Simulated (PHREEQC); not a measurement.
Dissolve 22.5 mmol/kgw HCl, 0.32 mmol/kgw NaCl and 1.8 mmol/kgw CuCl2 at 40 °C. It is in equilibrium with CO2 at log p = -2 (atm). Otherwise closed; pH follows from the charge balance.

The numbers come from PHREEQC with the ion-association model, phreeqc.dat.

```yaml
pH: 1.71
ionic_strength: 0.0280 mol/kgw
specific_conductance: 12200 µS/cm
total_alkalinity: -22.5 meq/kg
```

```
species  molality  activity   log γ
-------  --------  --------  ------
Cl-        0.0263    0.0222  -0.072
H+         0.0225    0.0197  -0.058
Cu+2      0.00167  0.000911  -0.263
Na+      0.000320  0.000273  -0.069
CO2      0.000236  0.000237   0.003
CuCl+    0.000129  0.000110  -0.072
CuCl2     1.52e-6   1.53e-6   0.003
HCO3-     7.10e-9   6.07e-9  -0.067
CuHCO3+   3.26e-9   2.77e-9  -0.071
(CO2)2    1.61e-9   1.63e-9   0.003
```

No solid was allowed to form. Away from 25 °C the constants follow the database's enthalpies or fits; those with neither stay at their 25 °C values.
